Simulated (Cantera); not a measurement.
An adiabatic, constant-volume homogeneous reactor starts with 20.0 % CO, 3.80 % H2, 1.18 % CH4, 15.0 % O2, 56.4 % N2, 3.60 % H2O, equivalence ratio 0.95, at 1525 K and 1000000 Pa.

Computed with Cantera and GRI-Mech 3.0 (53 species, 325 reactions). Above 3000 K some thermodynamic fits are extrapolated.

Question: Predict: time of steepest temperature rise; temperature at 0.100 s; equilibrium temperature; x(CO) at 0.100 s; x(H2) at 0.100 s; x(HCN) at 0.100 s.

Answer: 
| Property | Value |
|---|---|
| time of steepest temperature rise | 4.70 µs |
| temperature at 0.100 s | 3044 K |
| equilibrium temperature | 3044 K |
| x(CO) at 0.100 s | 0.0755 (gas-phase equilibrium 0.0755) |
| x(H2) at 0.100 s | 0.00589 (gas-phase equilibrium 0.00589) |
| x(HCN) at 0.100 s | 1.13e-8 (gas-phase equilibrium 1.13e-8) |
